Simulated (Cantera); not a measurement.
**Equilibrium for calcination and drying: MgSO₄ + H₂O + CO₂**

Input: 1 mol MgSO₄, 9.3 mol H₂O, 2.6 mol CO₂, held at 0.130 bar.

Method: chemical equilibrium by Gibbs-energy minimisation in Cantera with the NASA 1993 tables (ideal gas, pure condensed phases). Candidate condensed phases: C, C₆H₆, C₇H₈, C₈H₁₈, H₂O, H₂SO₄, Mg, MgCO₃, MgO, Mg(OH)₂, MgS, MgSO₄, S; 130 gas species. Mutual solubility and eutectic melting of coexisting phases are not modelled. Equilibrium is a limit: real reactors are often held back by kinetics, nucleation or transport.

From 1025 K to 1125 K the condensed part is MgO(s) + MgSO₄(s). From 1175 K to 1375 K the condensed part is MgO(s).

```csv
T (K),log p H₂O,log p CO₂,log p SO₂,log p O₂,log p SO₃,log p OH,log p H₂,n MgO(s),n MgSO₄(s)
1025,-1.00,-1.55,-3.28,-3.58,-4.94,-7.46,-8.95,0.0493,0.951
1075,-1.00,-1.56,-2.69,-2.99,-4.28,-6.93,-8.66,0.196,0.804
1125,-1.03,-1.58,-2.15,-2.46,-3.69,-6.46,-8.42,0.719,0.281
1175,-1.04,-1.60,-2.02,-2.32,-3.68,-6.11,-8.01,1.00,0
1225,-1.04,-1.60,-2.02,-2.32,-3.86,-5.81,-7.56,1.00,0
1275,-1.04,-1.60,-2.02,-2.32,-4.01,-5.54,-7.14,1.00,0
1325,-1.04,-1.60,-2.02,-2.32,-4.16,-5.29,-6.76,1.00,0
1375,-1.04,-1.60,-2.02,-2.32,-4.30,-5.05,-6.40,1.00,0
```
log p: log10 of the partial pressure in bar; n: condensed amount in mol.
